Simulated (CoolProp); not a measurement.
Values from CoolProp's reference Helmholtz-energy equation of state, Thol 2015.

Problem. For 1,2-dichloroethane, give the phase and the density (kg/m³), cv (kJ/(kg K)), expansivity (1/kK) at 6.95 °C and 0.131 MPa; 42.95 °C and 0.131 MPa.

Solution. 
- 6.95 °C and 0.131 MPa: liquid; density 1270, cv 0.904, expansivity 1.11
- 42.95 °C and 0.131 MPa: liquid; density 1220, cv 0.911, expansivity 1.21
